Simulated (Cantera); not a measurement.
## Equilibrium for iron carbonyl, mercury and lead vapours: Fe(CO)5 + CO + N2

A closed system holds: 1 mol Fe(CO)5, 0.041 mol CO, a varied amount of N2, at 1425 K and 0.100 bar.

Equilibrium computed with Cantera from the NASA thermochemical tables; the gas is ideal and each condensed phase is pure. Candidate condensed phases: C, Fe, Fe(CO)5, FeO, Fe2O3, Fe3O4; 27 gas species. Iron dissolves carbon and melts from about 1420 K in contact with it, which pure phases cannot show. Condensed phases not in the tables: cementite and carbon dissolved in iron. The numbers say what is thermodynamically allowed, not how fast it happens.

```json
[
 {"n(N2) (mol)": "0.2", "log p CO": "-1.02", "log p N2": "-2.42", "log p CO2": "-4.91", "log p Fe": "-7.55", "n C(graphite)": "0.000647", "n Fe(γ)": "1.000"},
 {"n(N2) (mol)": "0.32", "log p CO": "-1.03", "log p N2": "-2.22", "log p CO2": "-4.93", "log p Fe": "-7.55", "n C(graphite)": "0.000633", "n Fe(γ)": "1.000"},
 {"n(N2) (mol)": "0.51", "log p CO": "-1.04", "log p N2": "-2.04", "log p CO2": "-4.96", "log p Fe": "-7.55", "n C(graphite)": "0.000611", "n Fe(γ)": "1.000"},
 {"n(N2) (mol)": "0.8", "log p CO": "-1.06", "log p N2": "-1.86", "log p CO2": "-5.00", "log p Fe": "-7.55", "n C(graphite)": "0.000581", "n Fe(γ)": "1.000"},
 {"n(N2) (mol)": "1.3", "log p CO": "-1.10", "log p N2": "-1.69", "log p CO2": "-5.07", "log p Fe": "-7.55", "n C(graphite)": "0.000535", "n Fe(γ)": "1.000"},
 {"n(N2) (mol)": "2", "log p CO": "-1.15", "log p N2": "-1.55", "log p CO2": "-5.16", "log p Fe": "-7.55", "n C(graphite)": "0", "n Fe(γ)": "1.000"},
 {"n(N2) (mol)": "3.2", "log p CO": "-1.21", "log p N2": "-1.41", "log p CO2": "-5.30", "log p Fe": "-7.55", "n C(graphite)": "0", "n Fe(γ)": "1.000"},
 {"n(N2) (mol)": "5", "log p CO": "-1.30", "log p N2": "-1.30", "log p CO2": "-5.47", "log p Fe": "-7.55", "n C(graphite)": "0", "n Fe(γ)": "1.000"},
 {"n(N2) (mol)": "7.9", "log p CO": "-1.41", "log p N2": "-1.21", "log p CO2": "-5.69", "log p Fe": "-7.55", "n C(graphite)": "0", "n Fe(γ)": "1.000"},
 {"n(N2) (mol)": "13", "log p CO": "-1.55", "log p N2": "-1.14", "log p CO2": "-5.98", "log p Fe": "-7.55", "n C(graphite)": "0", "n Fe(γ)": "1.000"},
 {"n(N2) (mol)": "20", "log p CO": "-1.70", "log p N2": "-1.10", "log p CO2": "-6.27", "log p Fe": "-7.55", "n C(graphite)": "0", "n Fe(γ)": "1.000"}
]
```
log p: log10 of the partial pressure in bar; n: condensed amount in mol.

From 0.2 mol N2 to 1.3 mol N2 the condensed part is C(graphite) + Fe(γ). From 2 mol N2 to 20 mol N2 the condensed part is Fe(γ). The main Fe-bearing gas is Fe throughout.
